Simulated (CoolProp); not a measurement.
A simple Rankine cycle with cyclopropane: condensing at 292.15 K, boiler at 2.13 MPa, turbine inlet 384.4 K, turbine efficiency 0.85, pump efficiency 0.8, no recuperator. Each further row changes one setting.

Model: reference Helmholtz-energy equation of state, Polt 1992, in CoolProp. This equation is an older, rougher fit; its heat capacities, sound speeds and derivatives of the liquid may be far off and weren't checked against measurements.

```
case                             thermal efficiency (%)  net work (kJ/kg)  heat in (kJ/kg)  turbine exit temperature (K)  volume ratio over the turbine
-------------------------------  ----------------------  ----------------  ---------------  ----------------------------  -----------------------------
as stated                                          11.6              61.9              532                         328.8                           3.29
turbine inlet 404.4 K                              11.8              67.5              574                         350.9                           3.28
condensing temperature 284.15 K                    13.3              73.1              550                         319.3                           4.07
boiler pressure 1.49 MPa                            8.7              47.6              547                         346.7                           2.31
turbine efficiency 0.75                            10.2              54.3              532                         333.5                           3.35
```
